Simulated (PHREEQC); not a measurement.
HF is added in steps, without added water, to 1 kg of water holding 0.023 mol BaCl2 and 0.048 mol NaF, at 25 °C. Oxygen alone is held at its pressure in air (log pO2 = -0.68). The system is closed to CO2. The run lets BaF2, Halite precipitate or redissolve, and no other solid.

Base run: PHREEQC, ion-association model, wateq4f.dat. Each further column changes one thing. The table gives BaF2 (mol).

```
HF added (mol)    base  Debye-Hückel limiting law  Davies equation for every ion  metal-ligand complexes left out  all activity coefficients set to 1
--------------  ------  -------------------------  -----------------------------  -------------------------------  ----------------------------------
0               0.0113                    0.00805                         0.0115                           0.0115                              0.0159
0.005938        0.0112                          ?                         0.0114                           0.0114                              0.0159
0.01306         0.0111                          ?                         0.0113                           0.0113                              0.0159
0.019           0.0110                    0.00754                         0.0112                           0.0112                              0.0159
0.02494         0.0109                          ?                         0.0111                           0.0111                              0.0158
0.03206         0.0108                          ?                         0.0110                           0.0110                              0.0158
0.038           0.0108                          ?                         0.0109                           0.0109                              0.0158
```

Q: What belongs in the gaps?

A: 
- 0.005938, Debye-Hückel limiting law: 0.00789
- 0.01306, Debye-Hückel limiting law: 0.00769
- 0.02494, Debye-Hückel limiting law: 0.00739
- 0.03206, Debye-Hückel limiting law: 0.00722
- 0.038, Debye-Hückel limiting law: 0.00708

wateq4f.dat counts part of the HF as a dimer, H2F2, which phreeqc.dat doesn't know; its constant is uncertain.
